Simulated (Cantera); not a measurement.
An isothermal, constant-pressure homogeneous reactor starts with C₂H₆ : N₂ = 1 : 12 (molar parts), at 1950 K and 10.00 Torr.

Cantera simulation using GRI-Mech 3.0 (53 species, 325 reactions); the numbers are that mechanism's predictions, not measurements. GRI-Mech 3.0 stops at C3 and has no aromatics, soot or wall deposition, so with more carbon than oxygen in the feed, carbon stays in small species such as C2H2 where larger ones or solid carbon would form. Radical loss at walls, strong at low pressure, is not modelled.

x: mole fraction; the columns are a selection and need not sum to one.

| t (s) | x C₂H₆ | x C₂H₄ | x CH₄ | x H₂ | x C₂H₂ |
|---|---|---|---|---|---|
| 0.000400 | … | 0.0182 | 0.0156 | 0.0731 | 0.0312 |
| 0.00100 | … | 0.00585 | 0.0146 | 0.100 | 0.0512 |
| 0.00250 | … | 0.00133 | 0.0121 | 0.112 | 0.0585 |
| 0.00626 | … | 0.000349 | 0.00965 | 0.117 | 0.0612 |
| 0.0157 | … | 0.000132 | 0.00709 | 0.122 | 0.0629 |
| 0.0392 | … | 5.00e-5 | 0.00431 | 0.126 | 0.0643 |
| 0.0980 | … | 1.27e-5 | 0.00180 | 0.130 | 0.0656 |
| 0.245 | … | 2.45e-6 | 0.000446 | 0.132 | 0.0663 |
| 0.613 | 2.33e-10 | 1.19e-6 | 6.63e-5 | 0.132 | 0.0664 |
| 1.53 | 2.27e-12 | 1.05e-6 | 5.25e-6 | 0.131 | 0.0664 |
| 3.83 | <1e-12 | 1.04e-6 | 9.04e-7 | 0.131 | 0.0664 |
| 9.59 | <1e-12 | 1.04e-6 | 8.80e-7 | 0.131 | 0.0664 |
| 24.0 | <1e-12 | 1.04e-6 | 9.06e-7 | 0.131 | 0.0664 |
| 60.0 | <1e-12 | 1.04e-6 | 9.65e-7 | 0.131 | 0.0664 |

Fill in the missing entries.


- 0.000400, x C₂H₆: 0.000182
- 0.00100, x C₂H₆: 1.60e-5
- 0.00250, x C₂H₆: 4.51e-6
- 0.00626, x C₂H₆: 1.63e-6
- 0.0157, x C₂H₆: 6.53e-7
- 0.0392, x C₂H₆: 2.52e-7
- 0.0980, x C₂H₆: 6.10e-8
- 0.245, x C₂H₆: 6.22e-9
